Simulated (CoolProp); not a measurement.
Vapour-liquid equilibrium of toluene (1) + p-xylene (2) at 0.462 MPa; x and y are mole fractions of (1).

Values from CoolProp's multi-fluid Helmholtz-energy mixture model, Lemmon 2006 and Zhou 2012; pair parameters Bell 2016.

```csv
x,"bubble temperature, mixture model (°C)","bubble temperature, Raoult's law (°C)","y, mixture model","y, Raoult's law"
0.05,203.8,203.8,___,0.087
0.15,___,199.8,0.228,0.243
0.25,196.3,196.1,0.360,0.379
0.35,192.8,192.6,0.478,0.498
0.45,___,189.4,___,0.602
0.55,___,186.3,0.677,0.695
0.65,183.4,183.4,0.762,0.777
0.75,180.6,180.6,0.838,0.849
0.85,178.0,178.0,0.907,0.915
0.95,175.5,175.5,0.970,0.973
```

**Question.** Some entries are withheld; supply them.

**Answer.** 
- 0.05, y, mixture model: 0.080
- 0.15, bubble temperature, mixture model (°C): 200.0
- 0.45, bubble temperature, mixture model (°C): 189.5
- 0.45, y, mixture model: 0.583
- 0.55, bubble temperature, mixture model (°C): 186.4

The largest gap from Raoult's law is +0.2 K in bubble temperature, at x = 0.25. No azeotrope shows between x = 0.05 and 0.95.

Pair parameters are fitted to limited data, so mixtures are less certain than the pure fluids.
